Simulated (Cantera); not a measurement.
Feed: 1 mol Si, 0.16 mol O2, 19 mol CO, held at 668 Torr.

Equilibrium computed with Cantera from the NASA thermochemical tables; the gas is ideal and each condensed phase is pure. Candidate condensed phases: C, Si, SiC, SiO2; 20 gas species. The tables hold silica as quartz up to 1696 K and as liquid above; real silica turns to tridymite and cristobalite and melts near 1996 K. The numbers say what is thermodynamically allowed, not how fast it happens.

Over these rows the condensed part is C(graphite) + SiO2(β-quartz). Partial pressures as log10 of bar:

```tsv
T (K)	1000/T (1/K)	log p CO2	log p CO
1125	0.8889	-1.38	-0.07
1175	0.8511	-1.69	-0.06
1225	0.8163	?	-0.06
1275	0.7843	-2.26	-0.05
1325	0.7547	-2.52	-0.05
1375	0.7273	-2.76	-0.05
```

Question: Fit log p(CO2) = a + b·(1000/T) to the five rows, give the apparent enthalpy, and predict the row at 1225 K.

Answer: Means: 1000/T = 0.8013, log p = -2.122. Sxy = 0.154618, Sxx = 0.0180904, so b = 8.55 and a = -2.122 − (8.55)×0.8013 = -8.97.
Apparent enthalpy: −19.145 × (8.55) = -164 kJ/mol. With the condensed phases at unit activity, 2 CO(g) = CO2(g) + C(graphite) links this pressure to the main gases: over the six rows their terms move log p by +0.04 in all, so the slope is close to that reaction's ΔH°. The five rows lie within 0.01 of the line.
Prediction at 1225 K: -8.97 + (8.55)×0.8163 = -1.99. The computed value is -1.98, 0.01 from the line.
